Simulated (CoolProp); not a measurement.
Saturation properties of hexamethyldisiloxane (MM) (Tc = 245.6 °C, pc = 19.31 bar, ω = 0.418).

Model: reference Helmholtz-energy equation of state, Thol 2016, in CoolProp.

| T (°C) | p (bar) | liquid density (kg/m³) | vapour density (kg/m³) | enthalpy of vaporisation (kJ/kg) | liquid cp (kJ/(kg K)) |
|---|---|---|---|---|---|
| 55.45 | 0.2191 | 726.7 | 1.331 | 214.9 | 1.982 |
| 68.45 | 0.3588 | 712.3 | 2.115 | 208.8 | 2.019 |
| 81.35 | 0.5601 | 697.5 | 3.220 | 202.5 | 2.057 |
| 94.35 | 0.8443 | 682.3 | 4.752 | 195.9 | 2.097 |
| 107.25 | 1.227 | 666.6 | 6.793 | 189.1 | 2.137 |
| 120.25 | 1.737 | 650.2 | 9.503 | 181.9 | 2.179 |
| 133.25 | 2.395 | 633.0 | 13.02 | 174.2 | 2.224 |
| 146.15 | 3.221 | 615.1 | 17.52 | 166.1 | 2.271 |

It boils at 100.5 °C under 1 atm.
